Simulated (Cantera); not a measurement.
**Adiabatic ignition**

An adiabatic, constant-pressure homogeneous reactor starts with CH4 : O2 : N2 = 1 : 5.56 : 20.9 (molar parts), at 1525 K and 5.00 bar.

Model: GRI-Mech 3.0 (53 species, 325 reactions), integrated in Cantera.

| t (s) | T (K) | x CH4 | x O2 | x C2H2 | x CO | x C2H | x H2O |
|---|---|---|---|---|---|---|---|
| 7.00e-6 | 1525 | 0.0364 | 0.202 | <1e-12 | 1.74e-9 | <1e-12 | 1.06e-6 |
| 1.89e-5 | 1525 | 0.0364 | 0.202 | 1.62e-12 | 4.84e-8 | <1e-12 | 7.39e-6 |
| 5.13e-5 | 1525 | 0.0363 | 0.202 | 3.56e-10 | 2.75e-6 | <1e-12 | 8.67e-5 |
| 0.000139 | 1538 | 0.0336 | 0.200 | 4.40e-7 | 0.000492 | 1.57e-12 | 0.00232 |
| 0.000376 | 2274 | <1e-12 | 0.129 | <1e-12 | 0.000452 | <1e-12 | 0.0709 |
| 0.00102 | 2274 | <1e-12 | 0.128 | <1e-12 | 0.000444 | <1e-12 | 0.0709 |
| 0.00275 | 2273 | <1e-12 | 0.128 | <1e-12 | 0.000442 | <1e-12 | 0.0709 |
| 0.00745 | 2272 | <1e-12 | 0.128 | <1e-12 | 0.000438 | <1e-12 | 0.0709 |
| 0.0202 | 2267 | <1e-12 | 0.127 | <1e-12 | 0.000428 | <1e-12 | 0.0709 |
| 0.0546 | 2260 | <1e-12 | 0.125 | <1e-12 | 0.000410 | <1e-12 | 0.0710 |
| 0.148 | 2253 | <1e-12 | 0.124 | <1e-12 | 0.000395 | <1e-12 | 0.0710 |
| 0.400 | 2252 | <1e-12 | 0.123 | <1e-12 | 0.000393 | <1e-12 | 0.0711 |
x: mole fraction; the columns are a selection and need not sum to one.

```yaml
time_of_steepest_temperature_rise: 0.189 ms
temperature at 0.400 s: 2252 K
equilibrium_temperature: 2252 K
x(CH4) at 0.400 s: <1e-12 (gas-phase equilibrium <1e-12)
x(O2) at 0.400 s: 0.123 (gas-phase equilibrium 0.123)
x(C2H2) at 0.400 s: <1e-12 (gas-phase equilibrium <1e-12)
```
